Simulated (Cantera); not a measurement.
**Equilibrium for silicon epitaxy and polysilicon growth: SiCl₄ + H₂**

A closed system holds: 1 mol SiCl₄, a varied amount of H₂, held at 1225 °C and 0.530 bar.

Method: chemical equilibrium by Gibbs-energy minimisation in Cantera with the NASA 1993 tables (ideal gas, pure condensed phases). Candidate condensed phases: Si; 19 gas species. The tables' values for SiCl₃ are old estimates; treat these amounts as uncertain. Kinetics and transport are ignored.

From 14 mol H₂ to 110 mol H₂ the condensed part is Si(s). The main Si-bearing gas is SiCl₂ throughout. The share of Si in condensed phases is highest at 110 mol H₂ (64.8 %) and lowest at 14 mol H₂ (2.2 %).

```json
[
 {"n(H₂) (mol)": "14", "x H₂": "0.834", "x HCl": "0.104", "x SiCl₂": "0.0419", "x SiCl₃": "0.00879", "x SiCl₄": "0.00589", "x SiHCl₃": "0.00484", "x SiH₂Cl₂": "0.000632", "n Si(s)": "0.0219"},
 {"n(H₂) (mol)": "23", "x H₂": "0.883", "x HCl": "0.0829", "x SiCl₂": "0.0250", "x SiCl₃": "0.00405", "x SiCl₄": "0.00209", "x SiHCl₃": "0.00229", "x SiH₂Cl₂": "0.000399", "n Si(s)": "0.160"},
 {"n(H₂) (mol)": "31", "x H₂": "0.907", "x HCl": "0.0705", "x SiCl₂": "0.0176", "x SiCl₃": "0.00239", "x SiCl₄": "0.00104", "x SiHCl₃": "0.00137", "x SiH₂Cl₂": "0.000288", "n Si(s)": "0.254"},
 {"n(H₂) (mol)": "39", "x H₂": "0.922", "x HCl": "0.0615", "x SiCl₂": "0.0131", "x SiCl₃": "0.00154", "x SiCl₄": "0.000578", "x SiHCl₃": "0.000893", "x SiH₂Cl₂": "0.000219", "n Si(s)": "0.330"},
 {"n(H₂) (mol)": "47", "x H₂": "0.933", "x HCl": "0.0545", "x SiCl₂": "0.0102", "x SiCl₃": "0.00106", "x SiCl₄": "0.000350", "x SiHCl₃": "0.000617", "x SiH₂Cl₂": "0.000172", "n Si(s)": "0.392"},
 {"n(H₂) (mol)": "56", "x H₂": "0.942", "x HCl": "0.0484", "x SiCl₂": "0.00799", "x SiCl₃": "0.000732", "x SiCl₄": "0.000214", "x SiHCl₃": "0.000428", "x SiH₂Cl₂": "0.000136", "n Si(s)": "0.449"},
 {"n(H₂) (mol)": "64", "x H₂": "0.948", "x HCl": "0.0441", "x SiCl₂": "0.00657", "x SiCl₃": "0.000546", "x SiCl₄": "0.000145", "x SiHCl₃": "0.000321", "x SiH₂Cl₂": "0.000113", "n Si(s)": "0.491"},
 {"n(H₂) (mol)": "72", "x H₂": "0.953", "x HCl": "0.0405", "x SiCl₂": "0.00551", "x SiCl₃": "0.000419", "x SiCl₄": "0.000102", "x SiHCl₃": "0.000247", "x SiH₂Cl₂": "9.49e-5", "n Si(s)": "0.528"},
 {"n(H₂) (mol)": "80", "x H₂": "0.957", "x HCl": "0.0374", "x SiCl₂": "0.00469", "x SiCl₃": "0.000329", "x SiCl₄": "7.36e-5", "x SiHCl₃": "0.000194", "x SiH₂Cl₂": "8.11e-5", "n Si(s)": "0.559"},
 {"n(H₂) (mol)": "89", "x H₂": "0.961", "x HCl": "0.0345", "x SiCl₂": "0.00396", "x SiCl₃": "0.000256", "x SiCl₄": "5.27e-5", "x SiHCl₃": "0.000151", "x SiH₂Cl₂": "6.89e-5", "n Si(s)": "0.590"},
 {"n(H₂) (mol)": "97", "x H₂": "0.964", "x HCl": "0.0322", "x SiCl₂": "0.00345", "x SiCl₃": "0.000208", "x SiCl₄": "4.00e-5", "x SiHCl₃": "0.000123", "x SiH₂Cl₂": "6.02e-5", "n Si(s)": "0.614"},
 {"n(H₂) (mol)": "110", "x H₂": "0.968", "x HCl": "0.0291", "x SiCl₂": "0.00282", "x SiCl₃": "0.000153", "x SiCl₄": "2.66e-5", "x SiHCl₃": "9.07e-5", "x SiH₂Cl₂": "4.93e-5", "n Si(s)": "0.648"}
]
```
x: gas mole fraction; n: condensed amount in mol.
